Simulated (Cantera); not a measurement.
Feed: 1 mol Si₃N₄, a varied amount of HF, 34 mol H₂, 0.14 mol O₂, equilibrated at 1450 °C and 750 Torr.

Equilibrium computed with Cantera from the NASA thermochemical tables; the gas is ideal and each condensed phase is pure. Candidate condensed phases: H₂O, Si, SiO₂, Si₂N₂O, Si₃N₄; 58 gas species. Mutual solubility and eutectic melting of coexisting phases are not modelled. The tables' values for SiF₃, SiF₂ are old estimates; treat these amounts as uncertain. The tables hold silica as quartz up to 1696 K and as liquid above; real silica turns to tridymite and cristobalite and melts near 1996 K. Equilibrium is a limit: real reactors are often held back by kinetics, nucleation or transport.

x: gas mole fraction; n: condensed amount in mol.

| n(HF) (mol) | x H₂ | x HF | x SiF₄ | x N₂ | x SiF₃ | x SiHF₃ | n Si₂N₂O(s) | n Si₃N₄(s) | n SiO₂(condensed) |
|---|---|---|---|---|---|---|---|---|---|
| 1.2 | 0.977 | 0.00413 | 0.00314 | 0.00898 | 0.00321 | ___ | 0.278 | 0.703 | 0 |
| 1.8 | 0.969 | 0.00493 | 0.00536 | 0.0119 | 0.00457 | ___ | 0.278 | 0.647 | 0 |
| 2.8 | 0.956 | 0.00593 | 0.00928 | 0.0166 | 0.00652 | ___ | 0.278 | 0.556 | 0 |
| 4.3 | 0.939 | 0.00703 | 0.0153 | 0.0231 | 0.00898 | ___ | 0.278 | 0.420 | 0 |
| 6.7 | 0.914 | 0.00828 | 0.0246 | 0.0324 | 0.0121 | ___ | 0.278 | 0.204 | 0 |
| 10 | 0.884 | 0.0184 | 0.0424 | 0.0400 | 0.00924 | ___ | 0.257 | 0 | 0 |
| 16 | 0.806 | 0.0879 | 0.0568 | 0.0407 | 0.00248 | ___ | 0 | 0 | 0.0301 |
| 25 | 0.684 | 0.225 | 0.0506 | 0.0345 | 0.000792 | ___ | 0 | 0 | 0 |
| 39 | 0.551 | 0.375 | 0.0412 | 0.0278 | 0.000347 | ___ | 0 | 0 | 0 |
| 60 | 0.427 | 0.516 | 0.0320 | 0.0215 | 0.000173 | ___ | 0 | 0 | 0 |

What belongs in the gaps?


- 1.2, x SiHF₃: 0.00147
- 1.8, x SiHF₃: 0.00208
- 2.8, x SiHF₃: 0.00295
- 4.3, x SiHF₃: 0.00403
- 6.7, x SiHF₃: 0.00537
- 10, x SiHF₃: 0.00402
- 16, x SiHF₃: 0.00103
- 25, x SiHF₃: 0.000303
- 39, x SiHF₃: 0.000119
- 60, x SiHF₃: 5.22e-5
